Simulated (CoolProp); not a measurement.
Vapour-liquid equilibrium of acetone (1) + benzene (2) at 0.649 bar; x and y are mole fractions of (1).

The numbers come from the multi-fluid Helmholtz-energy mixture model, Lemmon 2006 and Thol 2012; pair parameters Bell 2016 in CoolProp.

```
x     bubble temperature (°C)  y at the bubble point  dew temperature at overall composition x (°C)  liquid density (mol/L)
----  -----------------------  ---------------------  ---------------------------------------------  ----------------------
0.05                     63.4                  0.135                                           65.2                   10.73
0.15                     59.0                  0.329                                           63.1                   10.96
0.25                     55.7                  0.462                                           60.8                   11.18
0.35                     53.1                  0.564                                           58.5                   11.41
0.45                     51.1                  0.647                                           56.0                   11.64
0.55                     49.3                  0.719                                           53.5                   11.89
0.65                     47.8                  0.784                                           51.0                   12.14
0.75                     46.5                  0.846                                           48.6                   12.41
0.85                     45.3                  0.907                                           46.4                   12.69
0.95                     44.1                  0.969                                           44.5                   12.99
```

No azeotrope shows between x = 0.05 and 0.95.

The pair parameters rest on a limited set of measurements; away from them the model extrapolates.
